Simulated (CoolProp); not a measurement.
Vapour-liquid equilibrium of R22 (1) + dimethyl ether (2) at -21.95 °C; x and y are mole fractions of (1).

Computed with CoolProp (multi-fluid Helmholtz-energy mixture model, Kamei 1995 and Wu 2011; pair parameters Bell 2016).

Question: Give the bubble pressure and the first vapour's composition at x = 0.05, 0.35, 0.95. Is there an azeotrope?

Answer: x = 0.05: 112.9 kPa, y = 0.038; x = 0.35: 110.4 kPa, y = 0.391; x = 0.95: 215.9 kPa, y = 0.992. y crosses x between x = 0.2 and 0.35: the model has an azeotrope there.

Pair parameters are fitted to limited data, so mixtures are less certain than the pure fluids.
